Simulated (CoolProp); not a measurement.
Vapour-liquid equilibrium of ethane (1) + CHF3 (R23) (2) at 243.4 K; x and y are mole fractions of (1).

Values from CoolProp's multi-fluid Helmholtz-energy mixture model, Bücker 2006 and Penoncello 2003; pair parameters Bell 2016.

Problem. Give the bubble pressure and the first vapour's composition at x = 0.55, 0.65, 0.85. Is there an azeotrope?

Solution. x = 0.55: 16.08 bar, y = 0.522; x = 0.65: 15.88 bar, y = 0.562; x = 0.85: 14.27 bar, y = 0.702. y crosses x between x = 0.45 and 0.55: the model has an azeotrope there.

The pair parameters rest on a limited set of measurements; away from them the model extrapolates. With so large a gap from Raoult's law the liquid may split in two, which this calculation doesn't test in full.
